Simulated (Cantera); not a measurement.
## Adiabatic ignition

An adiabatic, constant-pressure homogeneous reactor starts with CH4 : C2H6 : O2 : N2 : H2O = 1 : 0.073 : 2.05 : 7.71 : 1.6 (molar parts), at 1000 K and 18.0 bar.

Detailed kinetics in Cantera: GRI-Mech 3.0 (53 species, 325 reactions). The pressure lies above the range GRI-Mech 3.0 was tuned for (to about 10 atm).

```csv
t (s),T (K),x CH4,x C2H6,x O2,x C2H2,x O,x HO2
9.00e-6,1000,0.0804,0.00587,0.165,<1e-12,<1e-12,1.08e-9
2.54e-5,1000,0.0804,0.00587,0.165,<1e-12,<1e-12,3.23e-9
7.15e-5,1000,0.0804,0.00587,0.165,<1e-12,<1e-12,1.04e-8
0.000201,1000,0.0804,0.00587,0.165,<1e-12,<1e-12,3.58e-8
0.000567,1000,0.0804,0.00587,0.165,<1e-12,<1e-12,1.25e-7
0.00160,1000,0.0804,0.00587,0.165,<1e-12,3.29e-12,5.43e-7
0.00450,1000,0.0804,0.00586,0.165,1.60e-10,3.38e-11,3.29e-6
0.0127,1014,0.0788,0.00534,0.163,1.88e-7,1.03e-9,2.41e-5
0.0358,2490,<1e-12,<1e-12,0.000697,<1e-12,8.63e-5,6.68e-7
0.101,2490,<1e-12,<1e-12,0.000697,<1e-12,8.63e-5,6.68e-7
0.284,2490,<1e-12,<1e-12,0.000697,<1e-12,8.63e-5,6.68e-7
0.800,2490,<1e-12,<1e-12,0.000697,<1e-12,8.63e-5,6.68e-7
```
x: mole fraction; the columns are a selection and need not sum to one.

```
Item                                                                   Value
---------------------------------  -----------------------------------------
time of steepest temperature rise                                    15.2 ms
temperature at 0.800 s                                                2490 K
equilibrium temperature                                               2490 K
x(CH4) at 0.800 s                      <1e-12 (gas-phase equilibrium <1e-12)
x(C2H6) at 0.800 s                     <1e-12 (gas-phase equilibrium <1e-12)
x(O2) at 0.800 s                   0.000697 (gas-phase equilibrium 0.000697)
```
